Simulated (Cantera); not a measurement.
A closed system holds: 1 mol BF₃, 180 mol H₂, equilibrated at 0.100 bar.

Method: chemical equilibrium by Gibbs-energy minimisation in Cantera with the NASA 1993 tables (ideal gas, pure condensed phases). Candidate condensed phases: B; 20 gas species. The tables' values for BF₂ are old estimates; treat these amounts as uncertain. The numbers say what is thermodynamically allowed, not how fast it happens.

log p: log10 of the partial pressure in bar; nothing condenses.

```json
[
 {"T (°C)": "477", "log p H₂": "-1.00", "log p BF₃": "-3.26", "log p HF": "-5.85", "log p BHF₂": "-5.85", "log p BF₂": "-11.63", "log p BF": "<-13"},
 {"T (°C)": "552", "log p H₂": "-1.00", "log p BF₃": "-3.26", "log p HF": "-5.45", "log p BHF₂": "-5.45", "log p BF₂": "-10.30", "log p BF": "<-13"},
 {"T (°C)": "627", "log p H₂": "-1.00", "log p BF₃": "-3.26", "log p HF": "-5.12", "log p BHF₂": "-5.12", "log p BF₂": "-9.20", "log p BF": "<-13"},
 {"T (°C)": "702", "log p H₂": "-1.00", "log p BF₃": "-3.27", "log p HF": "-4.85", "log p BHF₂": "-4.85", "log p BF₂": "-8.26", "log p BF": "-11.49"},
 {"T (°C)": "777", "log p H₂": "-1.00", "log p BF₃": "-3.28", "log p HF": "-4.61", "log p BHF₂": "-4.61", "log p BF₂": "-7.47", "log p BF": "-10.16"},
 {"T (°C)": "852", "log p H₂": "-1.00", "log p BF₃": "-3.29", "log p HF": "-4.41", "log p BHF₂": "-4.42", "log p BF₂": "-6.78", "log p BF": "-9.01"},
 {"T (°C)": "927", "log p H₂": "-1.00", "log p BF₃": "-3.31", "log p HF": "?", "log p BHF₂": "?", "log p BF₂": "-6.18", "log p BF": "?"},
 {"T (°C)": "1002", "log p H₂": "-1.00", "log p BF₃": "-3.33", "log p HF": "-4.09", "log p BHF₂": "-4.10", "log p BF₂": "-5.66", "log p BF": "-7.13"},
 {"T (°C)": "1077", "log p H₂": "-1.00", "log p BF₃": "-3.35", "log p HF": "?", "log p BHF₂": "?", "log p BF₂": "-5.21", "log p BF": "?"},
 {"T (°C)": "1152", "log p H₂": "-1.00", "log p BF₃": "-3.39", "log p HF": "-3.84", "log p BHF₂": "-3.90", "log p BF₂": "-4.82", "log p BF": "-5.69"},
 {"T (°C)": "1227", "log p H₂": "-1.00", "log p BF₃": "-3.43", "log p HF": "-3.72", "log p BHF₂": "-3.84", "log p BF₂": "-4.50", "log p BF": "-5.12"}
]
```

Task: What belongs in the gaps?

Result: 
- 927, log p HF: -4.24
- 927, log p BHF₂: -4.25
- 927, log p BF: -8.01
- 1077, log p HF: -3.96
- 1077, log p BHF₂: -3.99
- 1077, log p BF: -6.36
